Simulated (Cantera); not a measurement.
A closed system holds: 1 mol V2O3, 620 mol H2, held at 1302 °C and 750 Torr.

Cantera equilibrium calculation (NASA polynomials, part measured and part estimated; ideal gas, pure solids and liquids). Candidate condensed phases: H2O, V, VO, V2O3, V2O4, V2O5; 12 gas species. VO: taken at fixed stoichiometry. The numbers say what is thermodynamically allowed, not how fast it happens.

Base state: H2 0.998, H2O 0.00161, H 4.15e-5 (mole fractions); condensed: VO(s).

**Question.** What changes in the equilibrium state with this change: V2O3 replaced by ZrO2?

**Answer.** 
```json
[
 {"species": "H2", "before": "0.998", "after": "1.000"},
 {"species": "H", "before": "4.15e-5", "after": "4.16e-5"},
 {"species": "H2O", "before": "0.00161", "after": "9.73e-9"},
 {"species": "VO(s), mol", "before": "2.00", "after": "0"},
 {"species": "ZrO2(tetragonal), mol", "before": "0", "after": "1.000"}
]
```
Further candidate phases: Zr, ZrO2.
